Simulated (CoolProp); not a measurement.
Vapour-liquid equilibrium of propylene (1) + dimethyl ether (2) at 303.4 K; x and y are mole fractions of (1).

Values from CoolProp's multi-fluid Helmholtz-energy mixture model, Lemmon 2013 and Wu 2011; pair parameters Bell 2016.

| x | bubble pressure, mixture model (MPa) | bubble pressure, Raoult's law (MPa) | y, mixture model | y, Raoult's law |
|---|---|---|---|---|
| 0.05 | 0.7251 | 0.7162 | 0.095 | 0.092 |
| 0.2 | 0.8399 | 0.8104 | 0.322 | 0.324 |
| 0.35 | 0.9453 | 0.9046 | 0.493 | 0.508 |
| 0.5 | ? | 0.9988 | 0.630 | 0.657 |
| 0.65 | 1.131 | 1.093 | 0.748 | 0.781 |
| 0.8 | 1.213 | 1.187 | ? | 0.885 |
| 0.95 | 1.289 | 1.281 | ? | 0.973 |

Task: What belongs in the gaps?

Result: 
- 0.5, bubble pressure, mixture model (MPa): 1.042
- 0.8, y, mixture model: 0.857
- 0.95, y, mixture model: 0.964

The largest gap from Raoult's law is +4.5 % in bubble pressure, at x = 0.35. No azeotrope shows between x = 0.05 and 0.95.

Pair parameters are fitted to limited data, so mixtures are less certain than the pure fluids.
